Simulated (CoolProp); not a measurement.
Vapour-liquid equilibrium of n-heptane (1) + o-xylene (2) at 15.35 °C; x and y are mole fractions of (1).

The numbers come from the multi-fluid Helmholtz-energy mixture model, Span 2003 and Zhou 2012; pair parameters Bell 2016 in CoolProp.

**Question.** Give the bubble pressure and the first vapour's composition at x = 0.25, 0.45, 0.55. Is there an azeotrope?

**Answer.** x = 0.25: 0.01584 bar, y = 0.757; x = 0.45: 0.02202 bar, y = 0.862; x = 0.55: 0.02474 bar, y = 0.895. No azeotrope shows between x = 0.05 and 0.95.

Pair parameters are fitted to limited data, so mixtures are less certain than the pure fluids.
